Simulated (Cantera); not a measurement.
A perfectly stirred reactor is fed with CH4 : O2 : N2 : H2O = 1 : 5 : 18.8 : 1.9 (molar parts), at 0.200 bar; it is adiabatic with a 425 K inlet, and is followed from long to short residence time, starting on the burning branch (τ in s: 0.33, 0.11, 0.038, 0.013, 0.0045, 0.0015, 0.00052, 0.00018, 6.1e-05).

Detailed kinetics in Cantera: GRI-Mech 3.0 (53 species, 325 reactions).

What does this change do: pressure from 0.200 bar to 1.10 bar?


| quantity | before | after |
|---|---|---|
| blow-out, bracketed by the residence times tried | burning at 13.0 ms, out at 4.50 ms | burning at 38.0 ms, out at 13.0 ms |
| x(CH4) at τ = 0.330 s | 4.43e-5 | 4.75e-5 |
| x(O2) at τ = 0.330 s | 0.113 | 0.113 |
| x(H2O) at τ = 0.330 s | 0.146 | 0.146 |
| x(N2O) at τ = 0.330 s | 2.09e-7 | 6.24e-7 |
| x(OH) at τ = 0.330 s | 0.000425 | 8.59e-5 |
| x(CH4) at τ = 4.50 ms | 0.0375 | 0.0375 |
| x(O2) at τ = 4.50 ms | 0.187 | 0.187 |
| x(H2O) at τ = 4.50 ms | 0.0712 | 0.0712 |
| x(N2O) at τ = 4.50 ms | <1e-12 | <1e-12 |
| x(OH) at τ = 4.50 ms | <1e-12 | <1e-12 |

What does this change do: pressure from 0.200 bar to 1.01 bar?


| quantity | before | after |
|---|---|---|
| blow-out, bracketed by the residence times tried | burning at 13.0 ms, out at 4.50 ms | burning at 38.0 ms, out at 13.0 ms |
| x(CH4) at τ = 0.330 s | 4.43e-5 | 4.52e-5 |
| x(O2) at τ = 0.330 s | 0.113 | 0.113 |
| x(H2O) at τ = 0.330 s | 0.146 | 0.146 |
| x(N2O) at τ = 0.330 s | 2.09e-7 | 6.29e-7 |
| x(OH) at τ = 0.330 s | 0.000425 | 9.67e-5 |
| x(CH4) at τ = 4.50 ms | 0.0375 | 0.0375 |
| x(O2) at τ = 4.50 ms | 0.187 | 0.187 |
| x(H2O) at τ = 4.50 ms | 0.0712 | 0.0712 |
| x(N2O) at τ = 4.50 ms | <1e-12 | <1e-12 |
| x(OH) at τ = 4.50 ms | <1e-12 | <1e-12 |
